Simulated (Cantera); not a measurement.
## CF₄ + H₂ (fluorocarbon and chlorocarbon gases)

Input: 1 mol CF₄, 0.98 mol H₂, at 13.3 mbar.

Method: chemical equilibrium by Gibbs-energy minimisation in Cantera with the NASA 1993 tables (ideal gas, pure condensed phases). Candidate condensed phases: C, C₆H₆, C₇H₈, C₈H₁₈; 95 gas species. Condensed phases not in the tables: fluorocarbon polymer. Gases not in the tables: C₂F₆ and larger saturated fluorocarbons. The numbers say what is thermodynamically allowed, not how fast it happens.

| T (°C) | x HF | x F | x CF₄ | x CF₂ | x CF | x H | x C₃ | x C | n C(graphite) |
|---|---|---|---|---|---|---|---|---|---|
| 352 | 0.794 | <1e-12 | 0.206 | <1e-12 | <1e-12 | <1e-12 | <1e-12 | <1e-12 | 0.490 |
| 552 | 0.794 | <1e-12 | 0.206 | 1.55e-12 | <1e-12 | <1e-12 | <1e-12 | <1e-12 | 0.490 |
| 752 | 0.794 | 2.67e-10 | 0.206 | 4.88e-9 | <1e-12 | <1e-12 | <1e-12 | <1e-12 | 0.490 |
| 952 | 0.794 | 1.14e-7 | 0.206 | 1.08e-6 | <1e-12 | 1.23e-10 | <1e-12 | <1e-12 | 0.490 |
| 1152 | 0.793 | 8.91e-6 | 0.206 | 5.17e-5 | 7.21e-10 | 4.83e-9 | <1e-12 | <1e-12 | 0.490 |
| 1352 | 0.793 | 0.000239 | 0.206 | 0.000937 | 1.11e-7 | 7.83e-8 | <1e-12 | <1e-12 | 0.489 |
| 1552 | 0.788 | 0.00309 | 0.199 | 0.00877 | 5.54e-6 | 6.99e-7 | 1.83e-11 | 3.66e-11 | 0.481 |
| 1752 | 0.760 | 0.0232 | 0.166 | 0.0482 | 0.000122 | 4.13e-6 | 3.82e-9 | 3.89e-9 | 0.441 |
| 1952 | 0.674 | 0.104 | 0.0753 | 0.141 | 0.00130 | 1.91e-5 | 2.99e-7 | 1.78e-7 | 0.355 |
| 2152 | 0.581 | 0.245 | 0.00821 | 0.157 | 0.00631 | 9.73e-5 | 1.12e-5 | 4.31e-6 | 0.414 |
| 2352 | 0.532 | 0.362 | 0.000323 | 0.0865 | 0.0170 | 0.000566 | 0.000237 | 6.41e-5 | 0.613 |
| 2552 | 0.501 | 0.423 | 9.70e-6 | 0.0359 | 0.0332 | 0.00313 | 0.00321 | 0.000648 | 0.688 |
| 2752 | 0.454 | 0.426 | 2.81e-7 | 0.0130 | 0.0519 | 0.0150 | 0.0305 | 0.00481 | 0.285 |
| 2952 | 0.379 | 0.449 | 8.84e-9 | 0.00340 | 0.0471 | 0.0517 | 0.0444 | 0.0164 | 0 |
x: gas mole fraction; n: condensed amount in mol.

From 352 °C to 2752 °C the condensed part is C(graphite). At 2952 °C nothing is condensed. The main C-bearing gas is CF₄ at 352 °C and C₃ at 2952 °C. The share of C in condensed phases is highest at 2552 °C (68.8 %) and lowest at 2952 °C (0.0 %).
